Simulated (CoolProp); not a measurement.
Vapour-liquid equilibrium of propylene (1) + n-heptane (2) at 322.8 K; x and y are mole fractions of (1).

The numbers come from the multi-fluid Helmholtz-energy mixture model, Lemmon 2013 and Span 2003; pair parameters Bell 2016 in CoolProp.

### Question
Give the bubble pressure and the first vapour's composition at x = 0.05, 0.65, 0.75. Is there an azeotrope?

### Answer
x = 0.05: 101.1 kPa, y = 0.818; x = 0.65: 1300 kPa, y = 0.990; x = 0.75: 1480 kPa, y = 0.992. No azeotrope shows between x = 0.05 and 0.95.

The pair parameters rest on a limited set of measurements; away from them the model extrapolates.
